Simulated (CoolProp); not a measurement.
Vapour-liquid equilibrium of R142b (1) + R113 (2) at 0.268 MPa; x and y are mole fractions of (1).

The numbers come from the multi-fluid Helmholtz-energy mixture model, Lemmon 2006 and Marx 1992; pair parameters Bell 2016 in CoolProp.

Task: Give the bubble temperature and the first vapour's composition at x = 0.05, 0.5, 0.65. Is there an azeotrope?

Result: x = 0.05: 345.2 K, y = 0.229; x = 0.5: 307.0 K, y = 0.860; x = 0.65: 301.1 K, y = 0.915. No azeotrope shows between x = 0.05 and 0.95.

The pair parameters rest on a limited set of measurements; away from them the model extrapolates.
